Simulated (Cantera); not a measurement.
What does this Cantera script print?

```python
import numpy as np
import cantera as ct

gas_names = """
    CL CL2 H HCL H2 Si SiCL SiCL2 SiCL3 SiCL4 SiH SiHCL3 SiH2 SiH2CL2 SiH3 SiH3CL SiH4 Si2 Si3
""".split()
cond_names = """
    Si(cr) Si(L)
""".split()


# ... load() reads the species with a 1 bar reference pressure and builds the phases ...
atoms = {
    'Si': {'Si': 1},
    'HCl': {'H': 1, 'CL': 1},
    'H2': {'H': 2},
}
top_T = {}  # K; cautious upper limits of use, not melting points


# ... equilibrate(T, P, feed) seeds the gas with the atoms and calls Mixture.equilibrate('TP', solver="vcs", rtol=1e-11, max_steps=5000) ...
results = []
feed = {'Si': 1, 'HCl': 0.58, 'H2': 3.3}  # mol
P = 10000  # Pa
for T in [700, 750, 800, 850, 900, 950, 1000, 1050, 1100, 1150, 1200, 1250]:
    mix = equilibrate(T, P, feed)
    results.append((T, P, feed, dict(zip(mix.species_names, mix.species_moles))))

top = {s: max(r[3][s] / sum(r[3][g] for g in gas_names) for r in results) for s in gas_names}
cols = sorted((s for s in top if top[s] > 1e-06), key=lambda s: -top[s])[:7]
seen = [c for c in cond_names if any(r[3].get(c, 0) > 1e-12 for r in results)]
print("log10 of partial pressures in bar; condensed amounts in mol")
print(f"{'T/K':>10s}" + "".join(f"{s[:9]:>10s}" for s in cols + seen))
for T, P, feed, n in results:
    ng = sum(n[g] for g in gas_names)
    print(f"{T:10.4g}" + "".join(f"{np.log10(max(n[s] / ng * P / 1e5, 1e-99)):10.3f}" for s in cols)
          + "".join(f"{n.get(c, 0):10.4g}" for c in seen))
```

It prints:

```
log10 of partial pressures in bar; condensed amounts in mol
       T/K        H2       HCL     SiCL4    SiHCL3     SiCL2     SiCL3   SiH2CL2    Si(cr)
       700    -1.019    -4.407    -2.551    -2.853    -7.941    -6.505    -4.336    0.8414
       750    -1.019    -4.051    -2.550    -2.863    -7.145    -5.980    -4.310    0.8421
       800    -1.020    -3.740    -2.550    -2.873    -6.450    -5.523    -4.289    0.8432
       850    -1.020    -3.468    -2.553    -2.885    -5.840    -5.122    -4.273    0.8449
       900    -1.021    -3.228    -2.560    -2.900    -5.302    -4.770    -4.262    0.8475
       950    -1.022    -3.016    -2.573    -2.918    -4.825    -4.460    -4.256    0.8511
      1000    -1.024    -2.828    -2.593    -2.941    -4.401    -4.189    -4.257    0.8558
      1050    -1.026    -2.662    -2.625    -2.974    -4.025    -3.954    -4.265    0.8616
      1100    -1.029    -2.516    -2.674    -3.018    -3.695    -3.756    -4.284    0.8682
      1150    -1.033    -2.392    -2.746    -3.080    -3.408    -3.596    -4.315    0.8747
      1200    -1.038    -2.288    -2.851    -3.166    -3.165    -3.479    -4.365    0.8805
      1250    -1.042    -2.205    -2.998    -3.284    -2.967    -3.410    -4.436    0.8845
```

Cantera equilibrium calculation (NASA polynomials, part measured and part estimated; ideal gas, pure solids and liquids). The tables' values for SiCl3 are old estimates; treat these amounts as uncertain.
